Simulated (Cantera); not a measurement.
## Equilibrium for chlorosilane synthesis and conversion: Si + Cl₂ + H₂

A closed system holds: 1 mol Si, 1.4 mol Cl₂, 4.3 mol H₂, equilibrated at 1375 K and 1050 Torr.

These are equilibrium values from Cantera (NASA tables, ideal gas, pure condensed phases), not measurements of a reactor. Candidate condensed phases: Si; 19 gas species. The tables' values for SiCl₃ are old estimates; treat these amounts as uncertain. The numbers say what is thermodynamically allowed, not how fast it happens.

```
Quantity       Result
----------  ---------
x(H₂)           0.772
x(HCl)         0.0853
x(SiCl₄)       0.0596
x(SiHCl₃)      0.0344
x(SiCl₂)       0.0272
x(SiCl₃)       0.0188
x(SiH₂Cl₂)    0.00294
x(SiH₃Cl)     7.19e-5
x(H)          2.54e-6
n(Si(s))    0.264 mol
gas amount  5.152 mol
```
